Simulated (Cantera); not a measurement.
A closed system holds: 1 mol CuO, 26 mol H2.

These are equilibrium values from Cantera (NASA tables, ideal gas, pure condensed phases), not measurements of a reactor. Candidate condensed phases: Cu, CuO, Cu(OH)2, Cu2O, H2O; 12 gas species. Equilibrium is a limit: real reactors are often held back by kinetics, nucleation or transport.

Q: What condenses at these points (T in K, P in Pa): (1573, 10); (1323, 52); (1373, 270); (1123, 190000); (1523, 37000)?

A: 
| T (K) | P in Pa | condensed phases | Cu condensed (%) |
|---|---|---|---|
| 1573 | 10 | gas only | 0.0 |
| 1323 | 52 | Cu | 98.7 |
| 1373 | 270 | Cu | 99.2 |
| 1123 | 190000 | Cu | 100.0 |
| 1523 | 37000 | Cu | 99.9 |
